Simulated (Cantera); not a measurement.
**Si(CH3)4 + CH4 + H2 (silicon carbide growth)**

Feed: 1 mol Si(CH3)4, 0.021 mol CH4, 210 mol H2, at 20.3 Torr.

Cantera equilibrium calculation (NASA polynomials, part measured and part estimated; ideal gas, pure solids and liquids). Candidate condensed phases: C, C6H6, C7H8, C8H18, Si, SiC; 87 gas species. Gases not in the tables: Si2H6 and higher silanes. The numbers say what is thermodynamically allowed, not how fast it happens.

From 652 °C to 1852 °C the condensed part is C(graphite) + SiC(s). At 2052 °C the condensed part is C(graphite). At 2252 °C nothing is condensed.

```tsv
T (°C)	log p H2	log p H	log p C2H2 (acetylene)	log p CH4	log p Si	log p SiC2	n C(graphite)	n SiC(s)
652	-1.57	-10.37	-11.47	-3.79	<-13	<-13	1.72	1.00
852	-1.57	-8.14	-9.21	-4.68	<-13	<-13	2.85	1.00
1052	-1.57	-6.57	-7.64	-5.31	-12.50	<-13	2.98	1.00
1252	-1.57	-5.41	-6.49	-5.78	-9.82	-12.49	3.00	1.000
1452	-1.57	-4.52	-5.60	-6.14	-7.77	-9.80	2.98	1.000
1652	-1.57	-3.81	-4.91	-6.42	-6.15	-7.69	2.83	0.992
1852	-1.58	-3.23	-4.36	-6.67	-4.83	-5.98	2.43	0.848
2052	-1.60	-2.76	-3.91	-6.89	-4.04	-4.86	1.71	0
2252	-1.65	-2.38	-3.69	-7.20	-4.04	-4.72	0	0
```
log p: log10 of the partial pressure in bar; n: condensed amount in mol.
